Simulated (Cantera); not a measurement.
A Cantera script and its output.

```python
import numpy as np
import cantera as ct

surf = ct.Interface("diamond.yaml", "diamond_100")
gas, bulk = surf.adjacent["gas"], surf.adjacent["diamond"]
k = surf.kinetics_species_index(bulk.species_names[0])
cover = ["c6HH", "c6H*", "c6*H", "c6**", "c6HM", "c6B"]

rows, drift = [], 0.0
print(f"{'T':>10s}{'um/h':>11s}" + "".join(f"{s:>11s}" for s in cover))
for v in [900, 950, 1000, 1050, 1100, 1150, 1200, 1250, 1300, 1350, 1400]:
    T, P, xH, xCH3 = v, 9000, 0.0081, 0.00044
    gas.TPX = T, P, {"H": xH, "CH3": xCH3, "CH4": 0.0054, "H2": 1 - xH - xCH3 - 0.0054}
    surf.TP = bulk.TP = T, P
    surf.coverages = "c6H*:0.1, c6HH:0.9"
    surf.advance_coverages(100.0)
    before = surf.coverages
    surf.advance_coverages(100.0)
    drift = max(drift, np.max(np.abs(surf.coverages - before) / (surf.coverages + 1e-9)))
    rate = surf.net_production_rates[k] * bulk.mean_molecular_weight / bulk.density * 3.6e9
    rows.append([rate, *surf[cover].coverages])
    print(f"{v:10.4g}{rate:11.4e}" + "".join(f"{x:11.3e}" for x in rows[-1][1:]))
```

Result:

```
         T       um/h       c6HH       c6H*       c6*H       c6**       c6HM        c6B
       900 1.1726e+01  6.550e-01  1.002e-02  2.770e-01  4.111e-03  4.329e-02  3.182e-08
       950 1.5605e+01  6.147e-01  1.362e-02  3.200e-01  6.325e-03  3.478e-02  4.235e-08
      1000 1.9862e+01  5.744e-01  1.774e-02  3.601e-01  9.258e-03  2.803e-02  5.390e-08
      1050 2.4041e+01  5.357e-01  2.232e-02  3.967e-01  1.298e-02  2.236e-02  6.524e-08
      1100 2.7065e+01  4.993e-01  2.727e-02  4.297e-01  1.756e-02  1.716e-02  7.344e-08
      1150 2.7159e+01  4.660e-01  3.255e-02  4.591e-01  2.301e-02  1.199e-02  7.370e-08
      1200 2.3385e+01  4.354e-01  3.803e-02  4.848e-01  2.930e-02  7.194e-03  6.346e-08
      1250 1.7806e+01  4.070e-01  4.359e-02  5.060e-01  3.633e-02  3.650e-03  4.832e-08
      1300 1.3485e+01  3.807e-01  4.906e-02  5.225e-01  4.393e-02  1.645e-03  3.659e-08
      1350 1.1364e+01  3.566e-01  5.439e-02  5.348e-01  5.195e-02  7.026e-04  3.084e-08
      1400 1.0682e+01  3.349e-01  5.955e-02  5.437e-01  6.028e-02  2.949e-04  2.899e-08
```

Detailed kinetics in Cantera: the Harris–Goodwin 1993 mechanism for the reconstructed diamond (100) surface.
